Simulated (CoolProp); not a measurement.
Computed with CoolProp (reference Helmholtz-energy equation of state, Guder 2009).

**Question.** For sulfur hexafluoride, give the phase and the density (kg/m³), cp (kJ/(kg K)), cv (kJ/(kg K)), Joule-Thomson coefficient (K/MPa) at 522.5 K and 2.7 MPa.

**Answer.** 
- 522.5 K and 2.7 MPa: gas; density 93.9, cp 0.916, cv 0.841, Joule-Thomson coefficient 2.16
